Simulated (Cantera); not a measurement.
Feed: 1 mol Ta2O5, 0.48 mol H2, 0.59 mol H2O, held at 2175 K and 47.0 Pa.

These are equilibrium values from Cantera (NASA tables, ideal gas, pure condensed phases), not measurements of a reactor. Candidate condensed phases: H2O, Ta, Ta2O5; 12 gas species. Rates play no part.

Base state: H2O 0.466, H2 0.364, H 0.136, OH 0.0234, O 0.00612, O2 0.00332, TaO2 0.00161 (mole fractions); condensed: Ta2O5(l).

### Question
What changes in the equilibrium state with this change: pressure from 47.0 Pa to 13.3 mbar?

### Answer
```tsv
species	before	after
H2O	0.466	0.537
H2	0.364	0.430
H	0.136	0.0277
OH	0.0234	0.00465
TaO2	0.00161	5.74e-5
O2	0.00332	0.000111
O	0.00612	0.000210
Ta2O5(l), mol	0.999	1.000
```

### Question
What changes in the equilibrium state with this change: H2O from 0.59 to 6.7 mol?

### Answer
```
species         before     after
-------------  -------  --------
H2O              0.466     0.654
H2               0.364     0.145
H                0.136    0.0857
O2             0.00332    0.0412
O              0.00612    0.0216
OH              0.0234    0.0520
TaO2           0.00161  0.000855
Ta2O5(l), mol    0.999     0.996
```
